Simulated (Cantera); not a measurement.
A Cantera script and what it prints.

```python
import numpy as np
import cantera as ct

gas_names = """
    Cu CuF CuF2 Cu2 F F2 N NF NF2 NF3 N2
""".split()
cond_names = """
    Cu(cr) Cu(L) CuF2(s) CuF2(L)
""".split()


# ... load() reads the species with a 1 bar reference pressure and builds the phases ...
atoms = {
    'Cu': {'Cu': 1},
    'F2': {'F': 2},
    'N2': {'N': 2},
}
top_T = {}  # K; cautious upper limits of use, not melting points


# ... equilibrate(T, P, feed) seeds the gas with the atoms and calls Mixture.equilibrate('TP', solver="vcs", rtol=1e-11, max_steps=5000) ...
results = []
P = 63  # Pa
for T in [673, 723, 773, 823, 873, 923, 973, 1023, 1073, 1123]:
    for m in [0.33, 0.6, 1.1, 1.9, 3.5, 6.3, 11, 21]:
        feed = {'Cu': 1, 'F2': 0.42, 'N2': m}  # mol
        mix = equilibrate(T, P, feed)
        results.append((T, P, feed, dict(zip(mix.species_names, mix.species_moles))))

for T, P, feed, n in results:
    print(f"{T:7g} {feed['N2']:10.4g}  " + (" + ".join(c for c in cond_names if n.get(c, 0) > 1e-12) or "gas only"))
```

Result:

```
    673       0.33  Cu(cr) + CuF2(s)
    673        0.6  Cu(cr) + CuF2(s)
    673        1.1  Cu(cr) + CuF2(s)
    673        1.9  Cu(cr) + CuF2(s)
    673        3.5  Cu(cr) + CuF2(s)
    673        6.3  Cu(cr) + CuF2(s)
    673         11  Cu(cr) + CuF2(s)
    673         21  Cu(cr) + CuF2(s)
    723       0.33  Cu(cr) + CuF2(s)
    723        0.6  Cu(cr) + CuF2(s)
    723        1.1  Cu(cr) + CuF2(s)
    723        1.9  Cu(cr) + CuF2(s)
    723        3.5  Cu(cr) + CuF2(s)
    723        6.3  Cu(cr) + CuF2(s)
    723         11  Cu(cr) + CuF2(s)
    723         21  Cu(cr) + CuF2(s)
    773       0.33  Cu(cr) + CuF2(s)
    773        0.6  Cu(cr) + CuF2(s)
    773        1.1  Cu(cr) + CuF2(s)
    773        1.9  Cu(cr) + CuF2(s)
    773        3.5  Cu(cr) + CuF2(s)
    773        6.3  Cu(cr) + CuF2(s)
    773         11  Cu(cr) + CuF2(s)
    773         21  Cu(cr) + CuF2(s)
    823       0.33  Cu(cr) + CuF2(s)
    823        0.6  Cu(cr) + CuF2(s)
    823        1.1  Cu(cr) + CuF2(s)
    823        1.9  Cu(cr) + CuF2(s)
    823        3.5  Cu(cr) + CuF2(s)
    823        6.3  Cu(cr) + CuF2(s)
    823         11  Cu(cr) + CuF2(s)
    823         21  Cu(cr) + CuF2(s)
    873       0.33  Cu(cr) + CuF2(s)
    873        0.6  Cu(cr) + CuF2(s)
    873        1.1  Cu(cr) + CuF2(s)
    873        1.9  Cu(cr) + CuF2(s)
    873        3.5  Cu(cr) + CuF2(s)
    873        6.3  Cu(cr) + CuF2(s)
    873         11  Cu(cr) + CuF2(s)
    873         21  Cu(cr) + CuF2(s)
    923       0.33  Cu(cr) + CuF2(s)
    923        0.6  Cu(cr) + CuF2(s)
    923        1.1  Cu(cr) + CuF2(s)
    923        1.9  Cu(cr) + CuF2(s)
    923        3.5  Cu(cr) + CuF2(s)
    923        6.3  Cu(cr) + CuF2(s)
    923         11  Cu(cr) + CuF2(s)
    923         21  Cu(cr) + CuF2(s)
    973       0.33  Cu(cr) + CuF2(s)
    973        0.6  Cu(cr) + CuF2(s)
    973        1.1  Cu(cr) + CuF2(s)
    973        1.9  Cu(cr) + CuF2(s)
    973        3.5  Cu(cr) + CuF2(s)
    973        6.3  Cu(cr) + CuF2(s)
    973         11  Cu(cr) + CuF2(s)
    973         21  Cu(cr) + CuF2(s)
   1023       0.33  Cu(cr) + CuF2(s)
   1023        0.6  Cu(cr) + CuF2(s)
   1023        1.1  Cu(cr) + CuF2(s)
   1023        1.9  Cu(cr) + CuF2(s)
   1023        3.5  Cu(cr) + CuF2(s)
   1023        6.3  Cu(cr) + CuF2(s)
   1023         11  Cu(cr)
   1023         21  Cu(cr)
   1073       0.33  Cu(cr) + CuF2(s)
   1073        0.6  Cu(cr) + CuF2(s)
   1073        1.1  Cu(cr) + CuF2(s)
   1073        1.9  Cu(cr)
   1073        3.5  Cu(cr)
   1073        6.3  Cu(cr)
   1073         11  Cu(cr)
   1073         21  Cu(cr)
   1123       0.33  Cu(cr)
   1123        0.6  Cu(cr)
   1123        1.1  Cu(cr)
   1123        1.9  Cu(cr)
   1123        3.5  Cu(cr)
   1123        6.3  Cu(cr)
   1123         11  Cu(cr)
   1123         21  Cu(cr)
```

Cantera equilibrium calculation (NASA polynomials, part measured and part estimated; ideal gas, pure solids and liquids). Mutual solubility and eutectic melting of coexisting phases are not modelled.
